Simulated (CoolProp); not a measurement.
Vapour-liquid equilibrium of ethylbenzene (1) + m-xylene (2) at 98.25 °C; x and y are mole fractions of (1).

Computed with CoolProp (multi-fluid Helmholtz-energy mixture model, Zhou 2012 and Zhou 2012; pair parameters Bell 2016).

```tsv
x	bubble pressure (kPa)	y at the bubble point	dew pressure at overall composition x (kPa)	liquid density (mol/L)
0.05	29.55	0.056	29.54	7.484
0.2	30.08	0.218	30.02	7.484
0.35	30.57	0.373	30.49	7.485
0.5	31.03	0.524	30.95	7.487
0.65	31.45	0.670	31.40	7.491
0.8	31.85	0.812	31.81	7.496
0.95	32.21	0.953	32.20	7.502
```

No azeotrope shows between x = 0.05 and 0.95.

The pair parameters rest on a limited set of measurements; away from them the model extrapolates.
